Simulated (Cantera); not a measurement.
A perfectly stirred reactor is fed with H2 : O2 : N2 = 0.53 : 0.47 : 15 (molar parts), equivalence ratio 0.56, at 90.0 Torr; it is held at 1375 K, and followed from long to short residence time.

Model: the H2/O2 subset of GRI-Mech 3.0, which has no nitrogen chemistry, integrated in Cantera.

x: mole fraction; the columns are a selection and need not sum to one.

```json
[
 {"τ (s)": "2.0", "x H2": "0.000213", "x O2": "0.0130", "x H": "0.000108", "x OH": "0.000322", "x HO2": "3.28e-7", "x O": "0.000161", "x H2O2": "3.14e-8"},
 {"τ (s)": "1.1", "x H2": "0.000312", "x O2": "0.0130", "x H": "0.000192", "x OH": "0.000390", "x HO2": "3.82e-7", "x O": "0.000237", "x H2O2": "3.93e-8"},
 {"τ (s)": "0.57", "x H2": "0.000470", "x O2": "0.0130", "x H": "0.000359", "x OH": "0.000480", "x HO2": "4.36e-7", "x O": "0.000361", "x H2O2": "4.90e-8"},
 {"τ (s)": "0.31", "x H2": "0.000678", "x O2": "0.0131", "x H": "0.000630", "x OH": "0.000578", "x HO2": "4.78e-7", "x O": "0.000529", "x H2O2": "5.85e-8"},
 {"τ (s)": "0.17", "x H2": "___", "x O2": "0.0132", "x H": "___", "x OH": "___", "x HO2": "5.13e-7", "x O": "___", "x H2O2": "___"},
 {"τ (s)": "0.089", "x H2": "___", "x O2": "0.0134", "x H": "___", "x OH": "___", "x HO2": "5.44e-7", "x O": "___", "x H2O2": "7.58e-8"},
 {"τ (s)": "0.048", "x H2": "0.00181", "x O2": "0.0136", "x H": "0.00298", "x OH": "0.000961", "x HO2": "5.68e-7", "x O": "0.00156", "x H2O2": "8.15e-8"},
 {"τ (s)": "0.026", "x H2": "0.00233", "x O2": "0.0139", "x H": "0.00452", "x OH": "0.00110", "x HO2": "5.88e-7", "x O": "0.00211", "x H2O2": "8.46e-8"},
 {"τ (s)": "0.014", "x H2": "0.00288", "x O2": "0.0143", "x H": "0.00645", "x OH": "0.00123", "x HO2": "6.05e-7", "x O": "0.00275", "x H2O2": "8.55e-8"},
 {"τ (s)": "0.0074", "x H2": "0.00346", "x O2": "0.0147", "x H": "0.00858", "x OH": "0.00134", "x HO2": "6.20e-7", "x O": "0.00342", "x H2O2": "8.49e-8"}
]
```

Some entries are withheld; supply them.


- 0.17, x H2: 0.000956
- 0.17, x H: 0.00108
- 0.17, x OH: 0.000690
- 0.17, x O: 0.000763
- 0.17, x H2O2: 6.75e-8
- 0.089, x H2: 0.00135
- 0.089, x H: 0.00185
- 0.089, x OH: 0.000824
- 0.089, x O: 0.00111
